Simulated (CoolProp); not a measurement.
Values from CoolProp's reference Helmholtz-energy equation of state, Colonna 2008. It is a short technical equation, of lower accuracy than the large ones.

Task: For dodecamethylcyclohexasiloxane (D6), give the phase and the speed of sound (m/s), fugacity coefficient at 520.2 K and 0.621 MPa; 541.8 K and 0.621 MPa; 563.5 K and 0.621 MPa.

Result: 
- 520.2 K and 0.621 MPa: liquid; speed of sound 324, fugacity coefficient 0.167
- 541.8 K and 0.621 MPa: liquid; speed of sound 286, fugacity coefficient 0.251
- 563.5 K and 0.621 MPa: liquid; speed of sound 246, fugacity coefficient 0.358
